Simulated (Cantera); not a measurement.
Gas-phase reforming

A perfectly stirred reactor is fed with CH₄ : H₂O = 1 : 0.35 (molar parts), at 0.150 bar; it is held at 2223 K, and followed from long to short residence time.

Cantera simulation using GRI-Mech 3.0 (53 species, 325 reactions); the numbers are that mechanism's predictions, not measurements. GRI-Mech 3.0 stops at C3 and has no aromatics, soot or wall deposition, so with more carbon than oxygen in the feed, carbon stays in small species such as C2H2 where larger ones or solid carbon would form.

```json
[
 {"τ (s)": "4.7", "x CH₄": "0.000516", "x H₂O": "0.000117", "x C₂H₆": "6.68e-9", "x C₂H₄": "2.94e-5", "x O": "2.11e-9"},
 {"τ (s)": "1.8", "x CH₄": "0.000834", "x H₂O": "0.000311", "x C₂H₆": "1.69e-8", "x C₂H₄": "3.02e-5", "x O": "5.39e-9"},
 {"τ (s)": "0.70", "x CH₄": "0.00140", "x H₂O": "0.000828", "x C₂H₆": "4.54e-8", "x C₂H₄": "3.22e-5", "x O": "1.33e-8"},
 {"τ (s)": "0.27", "x CH₄": "0.00246", "x H₂O": "0.00227", "x C₂H₆": "1.31e-7", "x C₂H₄": "3.75e-5", "x O": "3.21e-8"},
 {"τ (s)": "0.10", "x CH₄": "0.00462", "x H₂O": "0.00653", "x C₂H₆": "4.18e-7", "x C₂H₄": "5.24e-5", "x O": "7.53e-8"},
 {"τ (s)": "0.040", "x CH₄": "0.00841", "x H₂O": "0.0164", "x C₂H₆": "1.23e-6", "x C₂H₄": "8.89e-5", "x O": "1.49e-7"},
 {"τ (s)": "0.016", "x CH₄": "0.0152", "x H₂O": "0.0360", "x C₂H₆": "3.49e-6", "x C₂H₄": "0.000182", "x O": "2.52e-7"},
 {"τ (s)": "0.0060", "x CH₄": "0.0279", "x H₂O": "0.0683", "x C₂H₆": "1.02e-5", "x C₂H₄": "0.000441", "x O": "3.61e-7"}
]
```
x: mole fraction; the columns are a selection and need not sum to one.
